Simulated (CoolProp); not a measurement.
Vapour-liquid equilibrium of C3F8 (R218) (1) + c-C4F8 (RC318) (2) at 308.4 K; x and y are mole fractions of (1).

Model: multi-fluid Helmholtz-energy mixture model, Lemmon 2006 and Platzer 1990; pair parameters Bell 2016, in CoolProp. This equation is an older, rougher fit; its heat capacities, sound speeds and derivatives of the liquid may be far off and weren't checked against measurements.

```tsv
x	bubble pressure (kPa)	y at the bubble point	dew pressure at overall composition x (kPa)	liquid density (mol/L)
0.05	438.0	0.069	435.1	7.287
0.125	458.4	0.181	447.4	7.296
0.2	486.1	0.297	462.4	7.298
0.275	521.3	0.409	480.3	7.292
0.35	563.6	0.513	501.7	7.278
0.425	612.6	0.606	527.2	7.256
0.5	667.6	0.688	557.8	7.226
0.575	727.7	0.758	594.9	7.185
0.65	792.0	0.817	640.5	7.134
0.725	859.9	0.868	697.9	7.071
0.8	930.7	0.911	772.0	6.993
0.875	1004	0.948	871.2	6.899
0.95	1080	0.980	1009	6.785
```

No azeotrope shows between x = 0.05 and 0.95.

The pair parameters rest on a limited set of measurements; away from them the model extrapolates.
